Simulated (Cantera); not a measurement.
**Adiabatic ignition**

An adiabatic, constant-volume homogeneous reactor starts with 5.27 % CH4, 19.9 % O2, 74.9 % N2, equivalence ratio 0.53, at 1125 K and 4.93 atm.

Computed with Cantera and GRI-Mech 3.0 (53 species, 325 reactions).

```csv
t (s),T (K),P (bar),x CH4,x O2,x C2H2,x CO,x NO
9.00e-6,1125,5.00,0.0527,0.199,<1e-12,<1e-12,<1e-12
2.37e-5,1125,5.00,0.0527,0.199,<1e-12,<1e-12,<1e-12
6.24e-5,1125,5.00,0.0527,0.199,<1e-12,1.34e-12,<1e-12
0.000164,1125,5.00,0.0527,0.199,<1e-12,2.68e-11,<1e-12
0.000433,1125,5.00,0.0527,0.199,<1e-12,6.29e-10,<1e-12
0.00114,1125,5.00,0.0527,0.199,<1e-12,2.18e-8,<1e-12
0.00300,1125,5.00,0.0527,0.199,1.64e-12,6.78e-7,<1e-12
0.00790,1126,5.01,0.0525,0.199,8.00e-11,1.30e-5,<1e-12
0.0208,2466,11.0,<1e-12,0.0908,<1e-12,0.00158,0.00255
0.0548,2442,10.9,<1e-12,0.0857,<1e-12,0.00143,0.0129
0.144,2442,10.9,<1e-12,0.0857,<1e-12,0.00143,0.0129
0.380,2442,10.9,<1e-12,0.0857,<1e-12,0.00143,0.0129
1.00,2442,10.9,<1e-12,0.0857,<1e-12,0.00143,0.0129
```
x: mole fraction; the columns are a selection and need not sum to one.

```
Property                                                          Result
---------------------------------  -------------------------------------
time of steepest temperature rise                                19.7 ms
temperature at 1.00 s                                             2442 K
equilibrium temperature                                           2442 K
x(CH4) at 1.00 s                   <1e-12 (gas-phase equilibrium <1e-12)
x(O2) at 1.00 s                    0.0857 (gas-phase equilibrium 0.0857)
x(C2H2) at 1.00 s                  <1e-12 (gas-phase equilibrium <1e-12)
```
